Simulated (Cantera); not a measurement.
A Cantera script and its output.

```python
import numpy as np
import cantera as ct

gas = ct.Solution("gri30.yaml")
gas.TPX = 1950, 2800, {'C2H6': 1, 'N2': 200}
reactor = ct.IdealGasConstPressureReactor(gas, energy="off", clone=False)
net = ct.ReactorNet([reactor])
net.rtol, net.atol = 1e-08, 1e-18
show = ['C2H6', 'CH4', 'H', 'HCN', 'C2H4']
times = np.geomspace(3e-06, 50, 11)

steps = ct.SolutionArray(gas, extra=["t"])
rows = []
print(f"{'t/s':>10s}{'T/K':>9s}{'P/Pa':>11s}" + "".join(f"{s:>11s}" for s in show))
for t in times:
    while net.time < t:
        t_next = net.step()
        steps.append(gas.state, t=t_next)
    rows.append([np.interp(t, steps.t, y) for y in (steps.T, steps.P, *steps(*show).X.T)])
    print(f"{t:10.3e}{rows[-1][0]:9.1f}{rows[-1][1]:11.4g}" + "".join(f"{x:11.3e}" for x in rows[-1][2:]))
rate = np.gradient(steps.T, steps.t)
print("integrator steps:", len(steps.t))
if steps.T.max() > steps.T[0] + 200:
    print(f"time of steepest temperature rise: {steps.t[rate.argmax()]:.4e} s")
gas.TPX = 1950, 2800, {'C2H6': 1, 'N2': 200}
gas.equilibrate("TP")
print(f"equilibrium (TP): T = {gas.T:.1f} K  " + "  ".join(f"{s} {gas[s].X[0]:.3e}" for s in show))
```

Output:

```
       t/s      T/K       P/Pa       C2H6        CH4          H        HCN       C2H4
 3.000e-06   1950.0       2800  4.800e-03  9.915e-08  5.412e-07  1.553e-13  5.575e-08
 1.582e-05   1950.0       2800  4.117e-03  2.642e-06  6.537e-06  2.298e-11  2.434e-06
 8.346e-05   1950.0       2800  1.760e-03  5.639e-05  3.063e-04  1.074e-07  2.370e-04
 4.402e-04   1950.0       2800  9.227e-06  3.707e-04  1.347e-03  4.389e-05  1.350e-03
 2.322e-03   1950.0       2800  7.543e-08  2.843e-04  6.936e-04  1.327e-04  1.018e-04
 1.225e-02   1950.0       2800  3.276e-09  8.683e-05  4.298e-04  1.919e-04  2.842e-06
 6.460e-02   1950.0       2800  9.700e-11  1.649e-05  3.693e-04  2.376e-04  9.428e-08
 3.407e-01   1950.0       2800  1.406e-13  5.974e-07  3.810e-04  2.587e-04  1.209e-08
 1.797e+00   1950.0       2800  2.481e-15  6.089e-08  4.718e-04  2.596e-04  1.177e-08
 9.479e+00   1950.0       2800  3.780e-16  7.287e-09  6.513e-04  2.597e-04  1.142e-08
 5.000e+01   1950.0       2800  3.658e-16  5.956e-09  6.732e-04  2.603e-04  1.138e-08
integrator steps: 1414
equilibrium (TP): T = 1950.0 K  C2H6 8.047e-17  CH4 7.657e-09  H 6.732e-04  HCN 9.432e-03  C2H4 4.813e-10
```

Model: GRI-Mech 3.0 (53 species, 325 reactions), integrated in Cantera. GRI-Mech 3.0 stops at C3 and has no aromatics, soot or wall deposition, so with more carbon than oxygen in the feed, carbon stays in small species such as C2H2 where larger ones or solid carbon would form. Radical loss at walls, strong at low pressure, is not modelled.
